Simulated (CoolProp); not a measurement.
Vapour-liquid equilibrium of dimethyl ether (1) + n-hexane (2) at 0.768 bar; x and y are mole fractions of (1).

Computed with CoolProp (multi-fluid Helmholtz-energy mixture model, Wu 2011 and Thol 2019; pair parameters Bell 2016).

Q: Give the bubble temperature and the first vapour's composition at x = 0.05, 0.5, 0.8. Is there an azeotrope?

A: x = 0.05: 34.3 °C, y = 0.623; x = 0.5: -19.9 °C, y = 0.985; x = 0.8: -26.9 °C, y = 0.995. No azeotrope shows between x = 0.05 and 0.95.

The pair parameters rest on a limited set of measurements; away from them the model extrapolates.
